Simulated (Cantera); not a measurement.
A freely propagating, adiabatic, planar premixed flame of H2 : O2 : N2 = 1 : 0.263 : 0.989 (molar parts), equivalence ratio 1.9, unburnt at 325 K and 0.330 bar; mixture-averaged transport, grid criteria slope 0.08 and curve 0.16, no radiation.

Detailed kinetics in Cantera: the H2/O2 subset of GRI-Mech 3.0, which has no nitrogen chemistry. Burning velocities carry a grid error of a few per cent, more on coarse grids.

Problem. How do the results move with these cheaper or finer settings: unity-Lewis-number transport; multicomponent transport; multicomponent+Soret transport; grid criteria slope 0.5, curve 1; grid criteria slope 0.25, curve 0.5; grid criteria slope 0.03, curve 0.06?

Solution. 
| setting | laminar burning velocity | thermal thickness | peak x(H2O2) | peak x(OH) | grid points |
|---|---|---|---|---|---|
| as above | 312 cm/s | 1.49 mm | 6.42e-5 | 0.00395 | 143 |
| unity-Lewis-number transport | 183 cm/s | 1.35 mm | 1.77e-5 | 0.00398 | 116 |
| multicomponent transport | 304 cm/s | 1.51 mm | 6.30e-5 | 0.00394 | 143 |
| multicomponent+Soret transport | 291 cm/s | 1.46 mm | 6.45e-5 | 0.00397 | 144 |
| grid criteria slope 0.5, curve 1 | 325 cm/s | 1.91 mm | 4.69e-5 | 0.00455 | 40 |
| grid criteria slope 0.25, curve 0.5 | 318 cm/s | 1.62 mm | 5.63e-5 | 0.00401 | 69 |
| grid criteria slope 0.03, curve 0.06 | 311 cm/s | 1.47 mm | 6.67e-5 | 0.00392 | 313 |
Unity Lewis numbers drop preferential diffusion, which matters most where H2 and H carry the flame; Soret adds thermal diffusion.
